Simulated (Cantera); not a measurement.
A freely propagating, adiabatic, planar premixed flame of CO : H₂ : O₂ : N₂ = 0.75 : 0.66 : 0.954 : 3.59 (molar parts), equivalence ratio 0.74, unburnt at 300 K and 5.00 bar; mixture-averaged transport, grid criteria slope 0.08 and curve 0.16, no radiation.

Computed with Cantera and GRI-Mech 3.0 (53 species, 325 reactions). The hydrogen kinetics of GRI-Mech 3.0 are dated; newer H2 mechanisms differ, most at raised pressure. Burning velocities carry a grid error of a few per cent, more on coarse grids.

### Question
Predict: laminar burning velocity; thermal thickness; peak x(H).

### Answer
| Quantity | Result |
|---|---|
| laminar burning velocity | 39.9 cm/s |
| thermal thickness | 0.103 mm |
| peak x(H) | 0.00228 |
